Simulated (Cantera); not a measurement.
A closed system holds: 1 mol TiO2, 5.4 mol H2, 24 mol N2, held at 46.0 mbar.

These are equilibrium values from Cantera (NASA tables, ideal gas, pure condensed phases), not measurements of a reactor. Candidate condensed phases: H2O, Ti, TiN, TiO, TiO2, Ti2O3, Ti3O5, Ti4O7; 27 gas species. Condensed phases not in the tables: Magnéli phases beyond Ti4O7. Rates play no part. All values below are at 1723 K.

Base state: N2 0.816, H2 0.175, H2O 0.00850, H 0.000356 (mole fractions); condensed: Ti4O7(s).

What changes in the equilibrium state with this change: TiO2 replaced by NiS?


```json
[
 {"species": "N2", "before": "0.816", "after": "0.813"},
 {"species": "H2", "before": "0.175", "after": "0.179"},
 {"species": "S2", "before": "0", "after": "0.00355"},
 {"species": "H2O", "before": "0.00850", "after": "0"},
 {"species": "Ni", "before": "0", "after": "7.77e-5"},
 {"species": "H2S", "before": "0", "after": "0.00324"},
 {"species": "SH", "before": "0", "after": "0.000881"},
 {"species": "S", "before": "0", "after": "0.000108"},
 {"species": "Ti4O7(s), mol", "before": "0.250", "after": "0"},
 {"species": "Ni3S2(l), mol", "before": "0", "after": "0.332"}
]
```
Further candidate phases: Ni, NiS, NiS2, Ni3S2, Ni3S4, S.
